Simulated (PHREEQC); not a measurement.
Consider water at 88 °C with 0.015 mol HF and 0.0088 mol Na2HPO4 per kg of water. Closed to the air; pH follows from the charge balance.

Computed with PHREEQC (ion-association model, wateq4f.dat).

Each row changes one thing in this solution. This is a speciation only: nothing precipitates in the calculation.

| case | pH | ionic strength (mol/kgw) |
|---|---|---|
| as made | 3.86 | 0.0177 |
| temperature from 88 to 5 °C | [?] | [?] |
| HF left out | 8.57 | 0.0260 |
| Na2HPO4 left out | 2.79 | 0.00171 |
| HF from 0.015 to 0.0165 mol/kgw | 3.77 | 0.0177 |
| HF replaced by HBF4 at the same molality | 2.73 | 0.0197 |
| HF from 0.015 to 0.003 mol/kgw | 7.15 | [?] |
| Na2HPO4 replaced by NaHCO3 at the same molality | 3.84 | [?] |

**Question.** What belongs in the gaps?

**Answer.** 
- temperature from 88 to 5 °C, pH: 3.27
- temperature from 88 to 5 °C, ionic strength (mol/kgw): 0.0181
- HF from 0.015 to 0.003 mol/kgw, ionic strength (mol/kgw): 0.0232
- Na2HPO4 replaced by NaHCO3 at the same molality, ionic strength (mol/kgw): 0.00892

H3PO4, which wateq4f.dat lacks, is added to it with the constant of phreeqc.dat. Away from 25 °C the constants follow the database's enthalpies or fits; those with neither stay at their 25 °C values. Real BF4- forms and hydrolyses slowly; the run takes it at equilibrium.
